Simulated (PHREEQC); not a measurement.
## Alkaline etch or developer (model solution)

A solution holds 0.0043 mol NH3, 0.00022 mol CO2 and 0.017 mol K3PO4 per kg of water, at 25 °C. Closed to the air; pH follows from the charge balance.

The numbers come from PHREEQC with the ion-association model, phreeqc.dat.

The pH is 11.79, the ionic strength comes out as 0.0845 mol/kgw and the specific conductance is 6180 µS/cm. The density is 1.000 g/cm³. The total alkalinity is 38.3 meq/kg.

```
species  molality  activity   log γ
-------  --------  --------  ------
K+         0.0507    0.0394  -0.110
PO4-3     0.00846  0.000915  -0.966
HPO4-2    0.00823   0.00327  -0.401
OH-       0.00812   0.00629  -0.111
NH3       0.00428   0.00437   0.008
KHPO4-   0.000314  0.000251  -0.098
CO3-2    0.000216   8.78e-5  -0.391
NH4+      1.62e-5   1.23e-5  -0.120
HCO3-     3.77e-6   3.01e-6  -0.098
H2PO4-    1.06e-7   8.45e-8  -0.098
```

This is a speciation only: nothing precipitates in the calculation.
